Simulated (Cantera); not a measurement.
## Pb + O2 + H2 (iron carbonyl, mercury and lead vapours)

Feed: 1 mol Pb, 2.3 mol O2, 36 mol H2, at 1 atm.

Equilibrium computed with Cantera from the NASA thermochemical tables; the gas is ideal and each condensed phase is pure. Candidate condensed phases: H2O, Pb, PbO, PbO2, Pb3O4; 12 gas species. Rates play no part.

```tsv
T (°C)	log p H2	log p H2O	log p Pb	log p H	log p Pb2	n Pb(s)	n Pb(l)
302	-0.05	-0.89	<-11	<-11	<-11	1.00	0
352	-0.05	-0.89	-10.63	<-11	<-11	0	1.00
402	-0.05	-0.89	-9.47	<-11	<-11	0	1.00
452	-0.05	-0.89	-8.47	<-11	<-11	0	1.00
502	-0.05	-0.89	-7.60	<-11	<-11	0	1.000
552	-0.05	-0.89	-6.84	-11.13	<-11	0	1.000
602	-0.05	-0.89	-6.17	-10.33	<-11	0	1.000
652	-0.05	-0.89	-5.57	-9.61	-11.60	0	1.000
702	-0.05	-0.89	-5.04	-8.97	-10.71	0	1.000
752	-0.05	-0.89	-4.56	-8.39	-9.90	0	0.999
802	-0.05	-0.89	-4.12	-7.86	-9.17	0	0.997
852	-0.05	-0.89	-3.72	-7.38	-8.51	0	0.993
```
log p: log10 of the partial pressure in bar; n: condensed amount in mol.

At 302 °C the condensed part is Pb(s). From 352 °C to 852 °C the condensed part is Pb(l).
